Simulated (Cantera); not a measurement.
Cantera with NASA thermochemical tables; ideal gases at 1 bar, condensed phases pure. Values are per mole of reaction as written; species without (g) are pure solids or liquids, kept so even where they would boil at 1 bar. TaC: taken at fixed stoichiometry.

2 Ta₂O₅ + 5 TaC ⇌ 5 CO₂(g) + 9 Ta, with ΔH° = 2844.8 kJ and ΔS° = 943.7 J/K at 300 K.

### Question
How far is the shortcut ΔG° ≈ ΔH°(300 K) − T·ΔS°(300 K) from the full temperature-dependent value at 1173, 1198, 1223, 1248, 1273, 1298, 1323, 1348, 1373 K?

### Answer
```json
[
 {"T (K)": "1173", "shortcut (kJ)": "1737.9", "full (kJ)": "1789.9", "difference (kJ)": "-52.0", "difference in log10 K": "2.31"},
 {"T (K)": "1198", "shortcut (kJ)": "1714.3", "full (kJ)": "1769.0", "difference (kJ)": "-54.7", "difference in log10 K": "2.38"},
 {"T (K)": "1223", "shortcut (kJ)": "1690.7", "full (kJ)": "1748.2", "difference (kJ)": "-57.4", "difference in log10 K": "2.45"},
 {"T (K)": "1248", "shortcut (kJ)": "1667.2", "full (kJ)": "1727.4", "difference (kJ)": "-60.3", "difference in log10 K": "2.52"},
 {"T (K)": "1273", "shortcut (kJ)": "1643.6", "full (kJ)": "1706.7", "difference (kJ)": "-63.1", "difference in log10 K": "2.59"},
 {"T (K)": "1298", "shortcut (kJ)": "1620.0", "full (kJ)": "1686.0", "difference (kJ)": "-66.0", "difference in log10 K": "2.66"},
 {"T (K)": "1323", "shortcut (kJ)": "1596.4", "full (kJ)": "1665.4", "difference (kJ)": "-69.0", "difference in log10 K": "2.72"},
 {"T (K)": "1348", "shortcut (kJ)": "1572.8", "full (kJ)": "1644.8", "difference (kJ)": "-72.0", "difference in log10 K": "2.79"},
 {"T (K)": "1373", "shortcut (kJ)": "1549.2", "full (kJ)": "1624.3", "difference (kJ)": "-75.1", "difference in log10 K": "2.86"}
]
```
The shortcut ignores the heat-capacity change of the reaction.
